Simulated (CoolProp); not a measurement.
A Linde-Hampson liquefier for carbon monoxide: isothermal reversible compression at 200 K from 1 atm to 15 MPa, throttling to 1 atm, return gas leaving the recuperator 10 K below the feed. Each further row changes one setting.

Values from CoolProp's reference Helmholtz-energy equation of state, Lemmon 2006. It is a short technical equation, of lower accuracy than the large ones.

```json
[
 {"case": "as stated", "liquid yield per pass": "0.201", "compression work (kJ/kg of gas)": "278"},
 {"case": "high pressure 30 MPa", "liquid yield per pass": "0.257", "compression work (kJ/kg of gas)": "316"},
 {"case": "warm-end temperature 230 K", "liquid yield per pass": "0.127", "compression work (kJ/kg of gas)": "330"},
 {"case": "warm-end gap 15 K", "liquid yield per pass": "0.188", "compression work (kJ/kg of gas)": "278"}
]
```
